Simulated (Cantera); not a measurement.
## Ignition delay

Mixture: 21.5 % CO, 8.15 % H2, 14.8 % O2, 55.6 % N2, at 3300000 Pa, adiabatic and at constant volume. Ignition delay is the time to a rise of 400 K.

Computed with Cantera and GRI-Mech 3.0 (53 species, 325 reactions). The hydrogen kinetics of GRI-Mech 3.0 are dated; newer H2 mechanisms differ, most at raised pressure. The pressure lies above the range GRI-Mech 3.0 was tuned for (to about 10 atm). Below about 950 K walls govern HO2 and H2O2 in real vessels.

```csv
T0 (K),delay (ms)
875,50.6
950,7.11
1025,1.32
1100,0.303
1175,0.0803
1250,0.0234
```

- apparent activation energy between 1100 and 1250 K: 200 kJ/mol
